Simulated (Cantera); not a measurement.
Feed: 1 mol Si, 7.1 mol H₂, 0.79 mol Cl₂, equilibrated at 1475 K and 5.70 bar.

Cantera equilibrium calculation (NASA polynomials, part measured and part estimated; ideal gas, pure solids and liquids). Candidate condensed phases: Si; 19 gas species. The tables' values for SiCl₃ are old estimates; treat these amounts as uncertain. Kinetics and transport are ignored.

Base state: H₂ 0.886, HCl 0.0637, SiHCl₃ 0.0145, SiCl₂ 0.0144, SiCl₄ 0.0110, SiCl₃ 0.00683, SiH₂Cl₂ 0.00300, SiH₃Cl 0.000181 (mole fractions); condensed: Si(s).

Task: What changes in the equilibrium state with this change: temperature from 1475 K to 1423.15 K?

Result: 
```tsv
species	before	after
H₂	0.886	0.894
HCl	0.0637	0.0551
SiHCl₃	0.0145	0.0174
SiCl₂	0.0144	0.0102
SiCl₄	0.0110	0.0138
SiCl₃	0.00683	0.00598
SiH₂Cl₂	0.00300	0.00335
SiH₃Cl	0.000181	0.000186
Si(s), mol	0.618	0.613
```

Task: What changes in the equilibrium state with this change: 0.17 mol HF added?

Result: 
```json
[
 {"species": "H₂", "before": "0.886", "after": "0.881"},
 {"species": "HCl", "before": "0.0637", "after": "0.0631"},
 {"species": "SiCl₂", "before": "0.0144", "after": "0.0142"},
 {"species": "SiF₄", "before": "0", "after": "0.00273"},
 {"species": "SiHF₃", "before": "0", "after": "0.00228"},
 {"species": "SiCl₄", "before": "0.0110", "after": "0.0108"},
 {"species": "SiHCl₃", "before": "0.0145", "after": "0.0142"},
 {"species": "SiH₂F₂", "before": "0", "after": "0.000868"},
 {"species": "SiF₃", "before": "0", "after": "0.000572"},
 {"species": "HF", "before": "0", "after": "0.000432"},
 {"species": "SiH₃F", "before": "0", "after": "9.25e-5"},
 {"species": "Si(s), mol", "before": "0.618", "after": "0.568"}
]
```
The tables' values for SiCl₃, SiF₃, SiF₂ are old estimates; treat these amounts as uncertain.
